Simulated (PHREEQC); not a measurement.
## Buffer: an equilibrium model

Consider water at 56 °C with 0.052 mol/kgw NaHCO3 and 3.2e-05 mol/kgw KOH. Closed to the air; pH follows from the charge balance.

Model: ion-association model, phreeqc.dat, run in PHREEQC.

```
Item                          Result
--------------------  --------------
pH                              7.83
ionic strength        0.0509 mol/kgw
specific conductance      7370 µS/cm
density                  0.988 g/cm³
total alkalinity         52.0 meq/kg
```

```json
[
 {"species": "Na+", "molality": "0.0505", "activity": "0.0411", "log γ": "-0.089"},
 {"species": "HCO3-", "molality": "0.0489", "activity": "0.0401", "log γ": "-0.087"},
 {"species": "CO2", "molality": "0.00114", "activity": "0.00115", "log γ": "0.005"},
 {"species": "NaHCO3", "molality": "0.000781", "activity": "0.000790", "log γ": "0.005"},
 {"species": "NaCO3-", "molality": "0.000739", "activity": "0.000599", "log γ": "-0.091"},
 {"species": "CO3-2", "molality": "0.000422", "activity": "0.000190", "log γ": "-0.347"},
 {"species": "K+", "molality": "3.20e-5", "activity": "2.57e-5", "log γ": "-0.096"},
 {"species": "OH-", "molality": "6.53e-6", "activity": "5.22e-6", "log γ": "-0.097"},
 {"species": "(CO2)2", "molality": "5.65e-8", "activity": "5.71e-8", "log γ": "0.005"}
]
```

This is a speciation only: nothing precipitates in the calculation. Species that the database lacks are ignored. Away from 25 °C the constants follow the database's enthalpies or fits; those with neither stay at their 25 °C values.
